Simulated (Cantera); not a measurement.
Charge: 1 mol SiH₂Cl₂, 73 mol N₂, held at 1150 K and 13.3 mbar.

Equilibrium computed with Cantera from the NASA thermochemical tables; the gas is ideal and each condensed phase is pure. Candidate condensed phases: NH₄Cl, Si, Si₃N₄; 28 gas species. N₂ is the only nitrogen source here; it is nearly inert below about 1500 K, so the nitride shown seldom forms there in practice. The tables' values for SiCl₃ are old estimates; treat these amounts as uncertain. The numbers say what is thermodynamically allowed, not how fast it happens.

Q: What is the equilibrium state?

A: 
```
Item                                 Result
--------------------------------  ---------
x(N₂)                                 0.974
x(HCl)                               0.0215
x(H₂)                               0.00269
x(SiCl₄)                            0.00129
x(SiCl₃)                            5.07e-5
x(SiCl₂)                            2.18e-5
x(SiHCl₃)                           3.28e-6
n(Si₃N₄(s))                       0.299 mol
gas amount                        74.30 mol
log10 activity of Si(s) (absent)      -4.24
```
